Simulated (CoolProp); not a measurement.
Values from CoolProp's reference Helmholtz-energy equation of state, Thol 2015.

Task: Give the vapour pressure (bar), vapour density (kg/m³), enthalpy of vaporisation (kJ/kg), liquid cp (kJ/(kg K)) of saturated 1,2-dichloroethane at 89.35, 173.05 °C.

Result: 
```csv
T (°C),p (bar),vapour density (kg/m³),enthalpy of vaporisation (kJ/kg),liquid cp (kJ/(kg K))
89.35,1.21,4.12,321,1.37
173.05,8.94,27.8,264,1.52
```
